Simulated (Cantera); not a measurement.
A freely propagating, adiabatic, planar premixed flame of 16.0 % CO, 0.849 % H2, 2.24 % CH4, 17.0 % O2, 63.9 % N2, equivalence ratio 0.76, unburnt at 325 K and 2.90 bar; unity-Lewis-number transport, grid criteria slope 0.08 and curve 0.16, no radiation.

Detailed kinetics in Cantera: GRI-Mech 3.0 (53 species, 325 reactions). Unity Lewis numbers drop preferential diffusion, which matters most where H2 and H carry the flame. Burning velocities carry a grid error of a few per cent, more on coarse grids.

Task: Predict: laminar burning velocity; thermal thickness; peak x(O); peak x(C2H); peak x(CH3).

Result: 
| Item | Result |
|---|---|
| laminar burning velocity | 28.9 cm/s |
| thermal thickness | 0.209 mm |
| peak x(O) | 0.00542 |
| peak x(C2H) | <1e-8 |
| peak x(CH3) | 0.000139 |
